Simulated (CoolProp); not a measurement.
Vapour-liquid equilibrium of C2F6 (R116) (1) + propylene (2) at 224.2 K; x and y are mole fractions of (1).

Model: multi-fluid Helmholtz-energy mixture model, Lemmon 2006 and Lemmon 2013; pair parameters Bell 2016, in CoolProp.

```tsv
x	bubble pressure (MPa)	y at the bubble point	dew pressure at overall composition x (MPa)	liquid density (mol/L)
0.05	0.2132	0.557	0.1004	14.25
0.15	0.3304	[?]	0.1122	[?]
0.25	[?]	0.757	0.1271	13.19
0.35	0.3775	0.765	0.1465	12.70
0.45	0.3798	0.768	0.1727	12.26
0.55	0.3825	[?]	0.2101	11.85
0.65	0.3876	0.784	0.2672	[?]
0.75	0.3937	0.809	[?]	11.19
0.85	0.3976	0.855	0.3975	10.93
0.95	0.3935	[?]	0.3922	10.72
```

Fill in the missing entries.


- 0.15, y at the bubble point: 0.723
- 0.15, liquid density (mol/L): 13.71
- 0.25, bubble pressure (MPa): 0.3682
- 0.55, y at the bubble point: 0.772
- 0.65, liquid density (mol/L): 11.50
- 0.75, dew pressure at overall composition x (MPa): 0.3604
- 0.95, y at the bubble point: 0.937

y crosses x between x = 0.85 and 0.95: the model has an azeotrope there.

Pair parameters are fitted to limited data, so mixtures are less certain than the pure fluids. With so large a gap from Raoult's law the liquid may split in two, which this calculation doesn't test in full.
